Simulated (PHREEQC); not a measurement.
Dissolve 15 mmol/kgw KOH and 0.5 mmol/kgw K2SO4 at 25 °C. Closed to the air; pH follows from the charge balance.

The numbers come from PHREEQC with the ion-association model, phreeqc.dat.

Precipitation was switched off in this run.

Estimate the pH.

pH 12.11.

In which forms is S present?

SO4-2 94 %, KSO4- 6.3 % of the S.

Species that the database lacks are ignored.
